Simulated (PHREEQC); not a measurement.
PHREEQC input (Pitzer model, pitzer.dat):

```
SOLUTION 1
  temp 25
  units mol/kgw
  pH 7 charge
  C(4) 0.21
  Na 0.588
  S(6) 0.07
END
USE solution 1
INCREMENTAL_REACTIONS false
REACTION 1
  H2O -1
  0 9.886 18.011 24.689 30.178 34.689 38.397 41.444
  43.949 46.007 47.699 49.089 50.232 51.172 51.944 52.578
  53.1 53.528 53.88 54.17 moles
EQUILIBRIUM_PHASES 1
  Burkeite 0 0
  Mirabilite 0 0
  Nahcolite 0 0
  Natron 0 0
  Thenardite 0 0
  Trona 0 0
  CO2(g) -3.4 10
SELECTED_OUTPUT 1
  -reset false
  -pH true
  -pe true
  -ionic_strength true
  -water true
  -activities H2O
  -totals C Na S
  -molalities H+ Na+ CO3-2 SO4-2 OH- HCO3- CO2 HSO4-
  -equilibrium_phases Burkeite Mirabilite Nahcolite Natron Thenardite Trona
PRINT
  -reset false
END
```

Selected output (columns that matter, 16 of 20 rows; water left (kg) added in front):

```
water left (kg)	pH	mu	C	Na	S	m_H+	m_Na+	m_CO3-2	m_SO4-2	m_OH-	m_HCO3-	la_H2O	Mirabilite	Trona
0.999402	9.9524	0.83474	0.27179	0.58835	0.070042	2.3338e-10	0.58835	0.17635	0.070042	0.00014096	0.095429	-0.0055466	0	0
0.82137	9.9748	1.0206	0.32575	0.71588	0.085224	2.3267e-10	0.71588	0.21954	0.085224	0.00014958	0.1062	-0.0066008	0	0
0.554807	10.014	1.5239	0.46945	1.0598	0.12617	2.34e-10	1.0598	0.33788	0.12617	0.00016419	0.13156	-0.0093305	0	0
0.455973	10.031	1.8609	0.56449	1.2896	0.15352	2.3543e-10	1.2896	0.41787	0.15352	0.00016946	0.1466	-0.011089	0	0
0.374752	10.047	2.2716	0.6795	1.569	0.18679	2.3675e-10	1.569	0.5158	0.18679	0.00017285	0.16369	-0.013186	0	0
0.307993	10.061	2.7719	0.81889	1.9091	0.22728	2.3729e-10	1.9091	0.63552	0.22728	0.00017397	0.18336	-0.015706	0	0
0.208039	10.084	4.1226	1.1936	2.8264	0.33648	2.3226e-10	2.8264	0.95969	0.33648	0.00016812	0.23389	-0.022547	0	0
0.170988	10.093	5.0244	1.4437	3.4388	0.40939	2.2435e-10	3.4388	1.1762	0.40939	0.00016077	0.26758	-0.027295	0	0
0.140525	10.099	6.1214	1.7489	4.1843	0.49813	2.1115e-10	4.1843	1.439	0.49813	0.00015047	0.30999	-0.033398	0	0
0.115495	10.101	7.4541	2.1219	5.0911	0.60608	1.9163e-10	5.0911	1.7569	0.60608	0.0001375	0.36495	-0.04143	0	0
0.0772816	10.082	10.23	2.8297	6.9827	0.90578	1.4507e-10	6.9827	2.3413	0.90578	0.00011227	0.48849	-0.060655	0	0.016123
0.0620641	10.061	10.581	2.7226	7.2159	1.1279	1.3635e-10	7.2159	2.2374	1.1279	0.00010922	0.4852	-0.062885	0	0.046717
0.0495713	10.035	11.04	2.5885	7.5201	1.4121	1.2532e-10	7.5201	2.1073	1.4121	0.00010515	0.48119	-0.065876	0	0.07174
0.0392919	9.9992	11.65	2.4194	7.9256	1.7815	1.1131e-10	7.9256	1.943	1.7815	9.961e-05	0.47631	-0.070022	0	0.092196
0.0167705	9.9944	11.733	2.3973	7.9805	1.8308	1.0948e-10	7.9805	1.9216	1.8308	9.8852e-05	0.47569	-0.070599	0.039297	0.12519
0.00819997	9.9944	11.733	2.3973	7.9805	1.8308	1.0948e-10	7.9805	1.9216	1.8308	9.8852e-05	0.47569	-0.070599	0.054988	0.13753
```

Species that the database lacks are ignored.
